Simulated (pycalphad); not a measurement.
CALPHAD calculation (pycalphad, COST 507 light-alloy database (1999)), 1 atm. The data set is of 1999 and partly superseded. Amounts are mole fractions of atoms.

**Question.** Give the equilibrium state of Al-2.344Mg-3.959Si (wt.%) at 327 °C.

**Answer.** 
```
T = 600.00 K, P = 101325 Pa, N = 1 mol of atoms
G = -20610 J/mol, H = 7104 J/mol, S = 46.19 J/(mol K)  (SER reference)
chemical potentials (J/mol): Al -19998, Mg -52538, Si -13847
phase             fraction      x(Al)      x(Mg)      x(Si)
FCC_A1              0.9374     0.9985   0.000614   0.000896
MG2SI               0.0381       none     0.6667     0.3333
DIAMOND_A4          0.0244   1.14e-09       none     1.0000
```

**Question.** Give the equilibrium state of Al-2.344Mg-3.959Si (wt.%) at 577 °C.

**Answer.** 
```
T = 850.00 K, P = 101325 Pa, N = 1 mol of atoms
G = -33680 J/mol, H = 19700 J/mol, S = 62.80 J/(mol K)  (SER reference)
chemical potentials (J/mol): Al -33102, Mg -63656, Si -27399
phase             fraction      x(Al)      x(Mg)      x(Si)
FCC_A1              0.6797     0.9812     0.0099     0.0088
LIQUID              0.3203     0.8400     0.0602     0.0999
```

Database names, with the compositions (at.%) that they take in these runs: MG2SI: Mg 67 Si 33. FCC_A1 is fcc; DIAMOND_A4 is diamond (Si). An entry "none" or "no" means that the model of the phase leaves that element out.
